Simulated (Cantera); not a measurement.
Input: 1 mol Si₃N₄, 0.1 mol N₂O, 330 mol H₂, at 0.260 Pa.

Cantera equilibrium calculation (NASA polynomials, part measured and part estimated; ideal gas, pure solids and liquids). Candidate condensed phases: H₂O, Si, SiO₂, Si₂N₂O, Si₃N₄; 35 gas species. The numbers say what is thermodynamically allowed, not how fast it happens.

Task: At 2050 K, list the 5 most abundant gas species with their mole fractions, and the condensed phases.

Result: H 0.725, H₂ 0.265, Si 0.00551, N₂ 0.00400, SiO 0.000190. Condensed: gas only.
